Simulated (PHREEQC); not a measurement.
## Copper plating or etch bath

Dissolve 0.032 mol/kgw Cu(BF4)2 and 0.0037 mol/kgw HCl at 25 °C. Closed to the air; pH follows from the charge balance.

The numbers come from PHREEQC with the ion-association model, wateq4f.dat.

Each row changes one thing in this solution. No solid was allowed to form.

```json
[
 {"case": "as made", "pH": "2.43", "ionic strength (mol/kgw)": "0.0994"},
 {"case": "HCl left out", "pH": "2.72", "ionic strength (mol/kgw)": "0.0970"},
 {"case": "diluted 2-fold with water", "pH": "2.62", "ionic strength (mol/kgw)": "0.0502"},
 {"case": "temperature from 25 to 85 °C", "pH": "?", "ionic strength (mol/kgw)": "0.0959"},
 {"case": "Cu(BF4)2 left out", "pH": "2.46", "ionic strength (mol/kgw)": "0.00370"},
 {"case": "HCl from 0.0037 to 0.00333 mol/kgw", "pH": "2.46", "ionic strength (mol/kgw)": "0.0992"},
 {"case": "Cu(BF4)2 replaced by CuSO4 at the same molality", "pH": "?", "ionic strength (mol/kgw)": "0.0793"}
]
```

**Question.** What belongs in the gaps?

**Answer.** 
- temperature from 25 to 85 °C, pH: 2.60
- Cu(BF4)2 replaced by CuSO4 at the same molality, pH: 2.75

Species that the database lacks are ignored. At this temperature some constants are extrapolated from 25 °C, and those without enthalpy data are left unchanged. Real BF4- forms and hydrolyses slowly; the run takes it at equilibrium.
